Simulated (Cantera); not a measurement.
Feed: 1 mol CH2F2, 0.11 mol F2, equilibrated at 2248.15 K.

Method: chemical equilibrium by Gibbs-energy minimisation in Cantera with the NASA 1993 tables (ideal gas, pure condensed phases). Candidate condensed phases: C, C6H6, C7H8, C8H18; 95 gas species. Kinetics and transport are ignored.

Problem. At 0.000100 bar, list the 4 most abundant gas species with their mole fractions, and the condensed phases.

Solution. HF 0.892, F 0.101, H 0.00483, CF 0.00138. Condensed: C(graphite).
